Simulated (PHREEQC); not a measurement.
Consider water at 30 °C with 0.22 mol/kgw HF, 0.16 mol/kgw CsF and 0.004 mol/kgw HCl. Closed to the air; pH follows from the charge balance.

The numbers come from PHREEQC with the ion-association model, wateq4f.dat.

No solid was allowed to form.

Task: Estimate the pH, activity of water.

Result: pH 3.03; activity of water 0.992.

Task: In which forms is F present?

Result: HF 30 %, F- 28 %, HF2- 26 %, H2F2 15 % of the F.

Complexes and solids missing from the database can't appear. wateq4f.dat counts part of the HF as a dimer, H2F2, which phreeqc.dat doesn't know; its constant is uncertain.
